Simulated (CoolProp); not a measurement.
Vapour pressure (kPa) of carbonyl sulfide: the reference equation beside estimates from Tc = 378.8 K, pc = 6369 kPa, ω = 0.098.

Model: reference Helmholtz-energy equation of state, Lemmon 2006, in CoolProp. It is a short technical equation, of lower accuracy than the large ones.

```tsv
T (K)	reference	Soave-Redlich-Kwong	Peng-Robinson
302.8	1435	1449	1436
305.8	1542	1557	1543
308.8	1654	1671	1656
311.8	1771	1791	1774
314.8	1895	1917	1899
317.7	2020	2045	2025
320.7	2155	2183	2162
323.7	2298	2328	2306
326.7	2446	2480	2456
329.7	2602	2639	2614
332.6	2759	2799	2773
335.6	2929	2971	2945
```

Absolute difference from the reference over all 12 rows, mean and median: Soave-Redlich-Kwong 1.2 and 1.3 %, Peng-Robinson 0.3 and 0.3 %.
